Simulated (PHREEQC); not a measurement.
## Spent oxide etchant (model solution)

Consider water at 25 °C with 5.4 mmol/kgw NH4HF2, 8.8 mmol/kgw (NH4)2SiF6, 46 mmol/kgw HBF4 and 0.61 mmol/kgw H2SO4. Closed to the air; pH follows from the charge balance.

Model: ion-association model, wateq4f.dat, run in PHREEQC.

Each row changes one thing in this solution. This is a speciation only: nothing precipitates in the calculation.

```tsv
case	pH	ionic strength (mol/kgw)	BF4- (mol/kgw)	HF (mol/kgw)	BF3OH- (mol/kgw)	H3BO3 (mol/kgw)	SI of Quartz (SiO2)
as made	1.46	0.0730	0.0440	0.0139	0.00115	0.000767	-1.40
NH4HF2 from 0.0054 to 0.00486 mol/kgw	1.46	0.0729	0.0438	0.0134	0.00118	0.000885	-1.31
temperature from 25 to 60 °C	1.49	0.0707	0.0421	0.0219	0.00141	0.00221	-0.14
H2SO4 from 0.00061 to 0.000671 mol/kgw	1.46	0.0731	0.0440	0.0139	0.00115	0.000768	-1.40
diluted 10-fold with water	2.42	0.00730	0.00332	0.00427	0.000286	0.000902	-0.99
(NH4)2SiF6 from 0.0088 to 0.00968 mol/kgw	1.46	0.0757	0.0440	0.0138	0.00115	0.000763	-1.37
diluted 2-fold with water	1.76	0.0362	0.0211	0.00944	0.000815	0.000972	-1.18
temperature from 25 to 70 °C	1.50	0.0693	0.0415	0.0258	0.00147	0.00270	+0.12
```

Species that the database lacks are ignored. Some of these states are supersaturated (in Quartz (slow to form), for instance). At this temperature some constants are extrapolated from 25 °C, and those without enthalpy data are left unchanged. SiF6-2 is the database's only silicon fluoride. Real BF4- forms and hydrolyses slowly; the run takes it at equilibrium.
